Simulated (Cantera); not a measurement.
**Silicon etching in halogen gases: Si + Cl2 + H2**

Input: 1 mol Si, 3 mol Cl2, 59 mol H2, at 0.100 bar.

These are equilibrium values from Cantera (NASA tables, ideal gas, pure condensed phases), not measurements of a reactor. Candidate condensed phases: Si; 19 gas species. The tables' values for SiCl3, SiCl are old estimates; treat these amounts as uncertain. Rates play no part.

```json
[
 {"T (°C)": "277", "log p H2": "-1.02", "log p HCl": "-2.48", "log p SiCl4": "-2.79", "log p SiCl2": "<-13", "log p SiHCl3": "-6.44", "log p SiCl3": "-12.28", "n Si(s)": "0"},
 {"T (°C)": "377", "log p H2": "-1.02", "log p HCl": "-2.48", "log p SiCl4": "-2.79", "log p SiCl2": "<-13", "log p SiHCl3": "-5.41", "log p SiCl3": "-9.68", "n Si(s)": "0"},
 {"T (°C)": "477", "log p H2": "-1.02", "log p HCl": "-2.48", "log p SiCl4": "-2.79", "log p SiCl2": "-10.53", "log p SiHCl3": "-4.68", "log p SiCl3": "-7.79", "n Si(s)": "0"},
 {"T (°C)": "577", "log p H2": "-1.02", "log p HCl": "-2.47", "log p SiCl4": "-2.81", "log p SiCl2": "-8.08", "log p SiHCl3": "-4.13", "log p SiCl3": "-6.37", "n Si(s)": "0"},
 {"T (°C)": "677", "log p H2": "-1.02", "log p HCl": "-2.46", "log p SiCl4": "-2.84", "log p SiCl2": "-6.20", "log p SiHCl3": "-3.74", "log p SiCl3": "-5.28", "n Si(s)": "0"},
 {"T (°C)": "777", "log p H2": "-1.02", "log p HCl": "-2.43", "log p SiCl4": "-2.90", "log p SiCl2": "-4.76", "log p SiHCl3": "-3.48", "log p SiCl3": "-4.46", "n Si(s)": "0"},
 {"T (°C)": "877", "log p H2": "-1.03", "log p HCl": "-2.38", "log p SiCl4": "-3.05", "log p SiCl2": "-3.73", "log p SiHCl3": "-3.39", "log p SiCl3": "-3.91", "n Si(s)": "0"},
 {"T (°C)": "977", "log p H2": "-1.03", "log p HCl": "-2.29", "log p SiCl4": "-3.37", "log p SiCl2": "-3.16", "log p SiHCl3": "-3.56", "log p SiCl3": "-3.69", "n Si(s)": "0"},
 {"T (°C)": "1077", "log p H2": "-1.03", "log p HCl": "-2.21", "log p SiCl4": "-3.91", "log p SiCl2": "-2.95", "log p SiHCl3": "-3.98", "log p SiCl3": "-3.78", "n Si(s)": "0.0461"},
 {"T (°C)": "1177", "log p H2": "-1.04", "log p HCl": "-2.19", "log p SiCl4": "-4.57", "log p SiCl2": "-2.86", "log p SiHCl3": "-4.47", "log p SiCl3": "-4.00", "n Si(s)": "0.0430"},
 {"T (°C)": "1277", "log p H2": "-1.04", "log p HCl": "-2.19", "log p SiCl4": "-5.20", "log p SiCl2": "-2.82", "log p SiHCl3": "-4.96", "log p SiCl3": "-4.24", "n Si(s)": "0.0200"},
 {"T (°C)": "1377", "log p H2": "-1.04", "log p HCl": "-2.19", "log p SiCl4": "-5.78", "log p SiCl2": "-2.80", "log p SiHCl3": "-5.40", "log p SiCl3": "-4.46", "n Si(s)": "0"}
]
```
log p: log10 of the partial pressure in bar; n: condensed amount in mol.

From 277 °C to 977 °C nothing is condensed. From 1077 °C to 1277 °C the condensed part is Si(s). At 1377 °C nothing is condensed. The main Si-bearing gas is SiCl4 at 277 °C and SiCl2 at 1377 °C.
